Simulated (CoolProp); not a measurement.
Saturation properties of m-xylene.

Values from CoolProp's reference Helmholtz-energy equation of state, Zhou 2012.

```
T (K)  p (bar)  liquid density (kg/m³)  surface tension (mN/m)  liquid conductivity (mW/(m K))
-----  -------  ----------------------  ----------------------  ------------------------------
464.4    3.436                   700.0                    11.1                            89.6
471.5    3.962                   691.8                    10.5                            88.2
478.7    4.557                   683.3                    9.84                            86.9
485.9    5.217                   674.6                    9.20                            85.6
493.1    5.948                   665.7                    8.57                            84.4
500.3    6.753                   656.4                    7.95                            83.2
507.5    7.638                   646.9                    7.34                            82.1
514.7    8.608                   637.0                    6.74                            81.0
521.9    9.668                   626.7                    6.15                            80.0
```

It boils at 412.2 K under 1 atm.

Thermal conductivity comes from a separate model (Mylona 2014). Surface tension comes from a separate correlation (Mulero 2014).
